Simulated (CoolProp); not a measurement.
Propylene along the isobar 0.243 MPa: density (kg/m³) from the reference equation and from simpler models built on Tc = 364.2 K, pc = 4.555 MPa, ω = 0.146; each cubic takes its own stable root.

The numbers come from the reference Helmholtz-energy equation of state, Lemmon 2013 in CoolProp.

```tsv
T (K)	phase	reference
114.3	liquid	737.7
130.4	liquid	719.6
146.5	liquid	701.6
162.6	liquid	683.7
178.7	liquid	665.5
194.8	liquid	647.0
210.9	liquid	628.0
227	liquid	608.4
243.1	liquid	587.8
259.2	gas	5.027
275.3	gas	4.681
291.4	gas	4.387
307.4	gas	4.132
323.5	gas	3.907
339.6	gas	3.707
355.7	gas	3.528
```

**Question.** How far does each simpler model (van der Waals, Redlich-Kwong, Soave-Redlich-Kwong, Peng-Robinson) lie from the reference over these 16 states: mean and median of the absolute difference, and the worst?

**Answer.** 
- van der Waals: mean 33.1 %, median 37.2 %, worst -99.1 % at 243.1 K and 0.243 MPa
- Redlich-Kwong: mean 10.0 %, median 6.8 %, worst -99.1 % at 243.1 K and 0.243 MPa
- Soave-Redlich-Kwong: mean 3.9 %, median 6.0 %, worst -8.6 % at 114.3 K and 0.243 MPa
- Peng-Robinson: mean 2.8 %, median 2.8 %, worst +6.1 % at 227 K and 0.243 MPa

At some of these states van der Waals, Redlich-Kwong gives the other phase, because its saturation line lies elsewhere.
